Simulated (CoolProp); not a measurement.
Vapour-liquid equilibrium of propane (1) + R245fa (2) at 559 kPa; x and y are mole fractions of (1).

The numbers come from the multi-fluid Helmholtz-energy mixture model, Lemmon 2009 and Akasaka 2015; pair parameters Bell 2016 in CoolProp.

```csv
x,bubble temperature (°C),y at the bubble point,dew temperature at overall composition x (°C),liquid density (mol/L)
0.05,50.6,0.369,64.8,9.454
0.15,28.2,0.708,60.7,9.998
0.25,17.9,0.810,56.4,10.29
0.35,13.5,0.846,51.6,10.47
0.45,11.5,0.862,46.3,10.60
0.55,10.4,0.872,40.2,10.73
0.65,9.5,0.882,33.1,10.89
0.75,8.4,0.897,24.4,11.08
0.85,7.2,0.922,13.0,11.33
0.95,6.0,0.966,6.3,11.64
```

No azeotrope shows between x = 0.05 and 0.95.

The pair parameters rest on a limited set of measurements; away from them the model extrapolates. With so large a gap from Raoult's law the liquid may split in two, which this calculation doesn't test in full.
